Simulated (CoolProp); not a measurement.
Properties of R115 along the isotherm 128.75 °C.

Values from CoolProp's reference Helmholtz-energy equation of state, Lemmon 2016.

```
p (MPa)  phase  density (kg/m³)  expansivity (1/kK)  fugacity coefficient
-------  -----  ---------------  ------------------  --------------------
0.156      gas            7.288               2.581                0.9895
0.313      gas            14.79               2.680                0.9790
0.469      gas            22.40               2.785                0.9685
0.626      gas            30.25               2.897                0.9581
0.782      gas            38.24               3.016                0.9477
0.939      gas            46.48               3.145                0.9373
1.1        gas            55.16               3.286                0.9267
1.25       gas            63.46               3.426                0.9168
1.41       gas            72.56               3.587                0.9064
1.56       gas            81.34               3.749                0.8966
```
